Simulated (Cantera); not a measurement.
Cantera run, input and output.

```python
import numpy as np
import cantera as ct

gas = ct.Solution("gri30.yaml")
gas.TPX = 1250, 101325, {'CH3OH': 1, 'O2': 3.66, 'N2': 9.51, 'H2O': 1}
reactor = ct.IdealGasReactor(gas, energy="on", clone=False)
net = ct.ReactorNet([reactor])
net.rtol, net.atol = 1e-08, 1e-16
show = ['CH3OH', 'O2', 'H2O', 'CO2', 'NO', 'HO2', 'H2O2']
times = np.geomspace(5e-06, 0.2, 10)

steps = ct.SolutionArray(gas, extra=["t"])
rows = []
print(f"{'t/s':>10s}{'T/K':>9s}{'P/Pa':>11s}" + "".join(f"{s:>11s}" for s in show))
for t in times:
    while net.time < t:
        t_next = net.step()
        steps.append(gas.state, t=t_next)
    rows.append([np.interp(t, steps.t, y) for y in (steps.T, steps.P, *steps(*show).X.T)])
    print(f"{t:10.3e}{rows[-1][0]:9.1f}{rows[-1][1]:11.4g}" + "".join(f"{x:11.3e}" for x in rows[-1][2:]))
rate = np.gradient(steps.T, steps.t)
print("integrator steps:", len(steps.t))
if steps.T.max() > steps.T[0] + 200:
    print(f"time of steepest temperature rise: {steps.t[rate.argmax()]:.4e} s")
gas.TPX = 1250, 101325, {'CH3OH': 1, 'O2': 3.66, 'N2': 9.51, 'H2O': 1}
gas.equilibrate("UV")
print(f"equilibrium (UV): T = {gas.T:.1f} K  " + "  ".join(f"{s} {gas[s].X[0]:.3e}" for s in show))
```

It prints:

```
       t/s      T/K       P/Pa      CH3OH         O2        H2O        CO2         NO        HO2       H2O2
 5.000e-06   1250.0  1.013e+05  6.592e-02  2.413e-01  6.592e-02  5.101e-09  1.448e-19  8.063e-08  7.183e-12
 1.623e-05   1250.0  1.013e+05  6.592e-02  2.413e-01  6.592e-02  1.670e-08  5.582e-19  2.947e-07  9.681e-11
 5.268e-05   1250.0  1.013e+05  6.592e-02  2.413e-01  6.592e-02  5.435e-08  2.013e-18  1.082e-06  1.449e-09
 1.710e-04   1250.0  1.013e+05  6.591e-02  2.413e-01  6.592e-02  1.766e-07  7.329e-18  3.979e-06  2.712e-08
 5.550e-04   1250.0  1.013e+05  6.589e-02  2.412e-01  6.593e-02  5.738e-07  3.140e-17  1.371e-05  4.556e-07
 1.802e-03   1250.4  1.014e+05  6.564e-02  2.411e-01  6.606e-02  1.897e-06  5.897e-16  5.527e-05  8.537e-06
 5.848e-03   2467.2  2.082e+05  7.920e-19  1.337e-01  1.813e-01  5.979e-02  1.888e-03  1.512e-05  6.279e-07
 1.898e-02   2452.9  2.069e+05  6.853e-19  1.299e-01  1.818e-01  6.001e-02  9.913e-03  1.423e-05  5.994e-07
 6.162e-02   2445.4  2.063e+05  6.345e-19  1.279e-01  1.821e-01  6.013e-02  1.407e-02  1.379e-05  5.849e-07
 2.000e-01   2445.2  2.062e+05  6.332e-19  1.279e-01  1.821e-01  6.013e-02  1.419e-02  1.377e-05  5.845e-07
integrator steps: 1951
time of steepest temperature rise: 3.8885e-03 s
equilibrium (UV): T = 2445.2 K  CH3OH 6.527e-19  O2 1.279e-01  H2O 1.821e-01  CO2 6.013e-02  NO 1.419e-02  HO2 1.377e-05  H2O2 5.845e-07
```

Cantera simulation using GRI-Mech 3.0 (53 species, 325 reactions); the numbers are that mechanism's predictions, not measurements. GRI-Mech 3.0 was tuned for natural gas; its chemistry of methanol as a main component is partial and can be far from experiment.
